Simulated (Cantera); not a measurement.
A freely propagating, adiabatic, planar premixed flame of 9.78 % CH4, 15.1 % O2, 75.2 % N2, unburnt at 650 K and 10.0 bar; mixture-averaged transport, grid criteria slope 0.08 and curve 0.16, no radiation.

Model: GRI-Mech 3.0 (53 species, 325 reactions), integrated in Cantera. Burning velocities carry a grid error of a few per cent, more on coarse grids.

x: mole fraction of selected species; z is measured from the peak of heat release.

```tsv
z (mm)	T (K)	u (m/s)	x CH4	x O2	x CO2	x H2O2	x HCN	x OH
-0.507	652	0.198	0.0973	0.150	5.40e-6	2.07e-7	<1e-8	<1e-8
-0.338	664	0.202	0.0959	0.149	5.63e-5	1.56e-6	1.98e-8	<1e-8
-0.253	695	0.213	0.0933	0.146	0.000240	5.32e-6	8.15e-8	<1e-8
-0.169	815	0.251	0.0843	0.135	0.00134	2.06e-5	4.27e-7	<1e-8
-0.0844	1213	0.379	0.0555	0.0956	0.00764	3.80e-5	2.23e-6	1.62e-6
-0.0422	1549	0.488	0.0309	0.0586	0.0155	5.92e-6	4.46e-6	1.94e-5
0	1856	0.588	0.0103	0.0227	0.0259	1.98e-6	8.36e-6	0.000131
0.0422	2001	0.634	0.00314	0.00637	0.0339	5.56e-7	1.34e-5	0.000237
0.0844	2046	0.648	0.00157	0.00195	0.0381	1.44e-7	1.56e-5	0.000203
0.169	2065	0.654	0.000880	0.000319	0.0412	1.73e-8	1.59e-5	0.000119
0.338	2069	0.655	?	?	0.0428	<1e-8	?	?
0.675	2068	0.655	0.000256	6.63e-7	0.0432	<1e-8	1.18e-5	7.11e-5
1.35	2067	0.655	?	?	0.0430	<1e-8	?	6.97e-5
```

### Question
Fill in the missing entries.

### Answer

- 0.338, x CH4: 0.000526
- 0.338, x O2: 2.30e-5
- 0.338, x HCN: 1.46e-5
- 0.338, x OH: 7.88e-5
- 1.35, x CH4: 7.18e-5
- 1.35, x O2: 3.61e-7
- 1.35, x HCN: 7.11e-6
